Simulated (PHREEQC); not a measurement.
A solution holds 150 mmol/kgw MgCl2, 18 mmol/kgw Na2SO4 and 140 mmol/kgw MgSO4, at 25 °C. Closed to the air; pH follows from the charge balance.

All values are PHREEQC results (ion-association model, wateq4f.dat), not measurements.

The ionic strength comes out as 0.643 mol/kgw. What activity coefficients do NaSO4-, Na+, Mg+2, Cl-, SO4-2 get?

NaSO4- 0.68, Na+ 0.71, Mg+2 0.29, Cl- 0.63, SO4-2 0.19.

No solid was allowed to form. Species that the database lacks are ignored.
